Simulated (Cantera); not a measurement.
## Equilibrium for sublimation and decomposition of ceramics: SiO2 + Si + H2

Charge: 1 mol SiO2, 0.31 mol Si, 2.2 mol H2, equilibrated at 0.133 bar.

Cantera equilibrium calculation (NASA polynomials, part measured and part estimated; ideal gas, pure solids and liquids). Candidate condensed phases: H2O, Si, SiO2; 18 gas species. Each liquid is taken as pure. Mutual solubility and eutectic melting of coexisting phases are not modelled. The tables hold silica as quartz up to 1696 K and as liquid above; real silica turns to tridymite and cristobalite and melts near 1996 K. Gases not in the tables: Si2H6 and higher silanes. Equilibrium is a limit: real reactors are often held back by kinetics, nucleation or transport.

```tsv
T (K)	x H2	x SiO	x H	x H2O	x SiH2	x Si	n Si(s)	n SiO2(β-quartz)	n Si(l)	n SiO2(condensed)
1498	0.996	0.00375	4.70e-5	3.23e-6	1.45e-6	7.53e-8	0.306	0.996	0	0
1523	0.994	0.00587	6.31e-5	4.19e-6	1.99e-6	1.35e-7	0.304	0.994	0	0
1548	0.991	0.00906	8.39e-5	5.39e-6	2.70e-6	2.38e-7	0.300	0.990	0	0
1573	0.986	0.0138	0.000111	6.87e-6	3.62e-6	4.12e-7	0.295	0.985	0	0
1598	0.979	0.0207	0.000144	8.66e-6	4.79e-6	7.01e-7	0.287	0.977	0	0
1623	0.969	0.0306	0.000186	1.08e-5	6.27e-6	1.17e-6	0.275	0.965	0	0
1648	0.955	0.0448	0.000238	1.33e-5	8.09e-6	1.93e-6	0.258	0.948	0	0
1673	0.935	0.0648	0.000302	1.62e-5	1.03e-5	3.13e-6	0.234	0.924	0	0
1698	0.908	0.0919	0.000377	1.96e-5	1.27e-5	4.93e-6	0	0	0.199	0.889
1723	0.873	0.126	0.000467	2.36e-5	1.48e-5	7.38e-6	0	0	0.151	0.841
```
x: gas mole fraction; n: condensed amount in mol.

From 1498 K to 1673 K the condensed part is Si(s) + SiO2(β-quartz). From 1698 K to 1723 K the condensed part is Si(l) + SiO2(condensed). The main Si-bearing gas is SiO throughout. The share of Si in condensed phases is highest at 1498 K (99.4 %) and lowest at 1723 K (75.7 %).
